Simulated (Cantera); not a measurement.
What does this Cantera script print?

```python
import numpy as np
import cantera as ct

gas_names = """
    F FO FO2 F2 F2O H HF HNO HNO2 HNO3 HOF HO2 H2 H2F2 H2O H2O2 H3F3 H4F4 H5F5 H6F6 H7F7 N NF NF2 NF3 NH
    NH2 NH3 NH2OH NO NO2 NO3 N2 N2H2 N2H4 N2O O OH O2 O3
""".split()
cond_names = """
    H2O(s) H2O(L)
""".split()


# ... load() reads the species with a 1 bar reference pressure and builds the phases ...
atoms = {
    'NF3': {'N': 1, 'F': 3},
    'O2': {'O': 2},
    'H2O': {'H': 2, 'O': 1},
}
top_T = {}  # K; cautious upper limits of use, not melting points


# ... equilibrate(T, P, feed) seeds the gas with the atoms and calls Mixture.equilibrate('TP', solver="vcs", rtol=1e-11, max_steps=5000) ...
results = []
feed = {'NF3': 1, 'O2': 1.6, 'H2O': 0.05}  # mol
T = 3098  # K
P = 340  # Pa
mix = equilibrate(T, P, feed)
results.append((T, P, feed, dict(zip(mix.species_names, mix.species_moles))))
print(gas.report(threshold=0.0001))
for i in range(1, mix.n_phases):
    print(f"{mix.phase(i).name:16s} {mix.phase_moles(i):12.5e} mol")
```

Result:

```
       temperature   3098 K
          pressure   340 Pa
           density   0.00024708 kg/m^3
  mean mol. weight   18.718 kg/kmol
   phase of matter   gas

                          1 kg             1 kmol
                     ---------------   ---------------
          enthalpy        1.0956e+07        2.0508e+08  J
   internal energy        9.5798e+06        1.7932e+08  J
           entropy             14601         2.733e+05  J/K
    Gibbs function       -3.4277e+07       -6.4161e+08  J
 heat capacity c_p            1222.7             22886  J/K
 heat capacity c_v            778.47             14572  J/K

                      mass frac. Y      mole frac. X     chem. pot. / RT
                     ---------------   ---------------   ---------------
                 F           0.45045           0.44381           -26.263
                 H        0.00014494         0.0026914           -20.529
                HF          0.013217          0.012366           -46.791
                 N        8.9105e-05        0.00011908           -18.401
                NO         0.0092476         0.0057689           -38.268
                N2           0.10938          0.073085           -36.801
                 O           0.37245           0.43575           -19.868
                OH        0.00013385        0.00014732           -40.396
                O2           0.04489           0.02626           -39.735
     [  +31 minor]        7.1302e-06        4.3499e-06
```

Method: chemical equilibrium by Gibbs-energy minimisation in Cantera with the NASA 1993 tables (ideal gas, pure condensed phases).
